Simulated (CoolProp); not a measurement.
A Linde-Hampson liquefier for CF4 (R14): isothermal reversible compression at 280 K from 1 atm to 10 MPa, throttling to 1 atm, return gas leaving the recuperator 5 K below the feed. Each further row changes one setting.

Values from CoolProp's reference Helmholtz-energy equation of state, Platzer 1990. This equation is an older, rougher fit; its heat capacities, sound speeds and derivatives of the liquid may be far off and weren't checked against measurements.

| case | liquid yield per pass | compression work (kJ/kg of gas) |
|---|---|---|
| as stated | 0.236 | 109 |
| high pressure 20 MPa | 0.320 | 121 |
| warm-end temperature 310 K | 0.150 | 126 |
| warm-end gap 10 K | 0.223 | 109 |
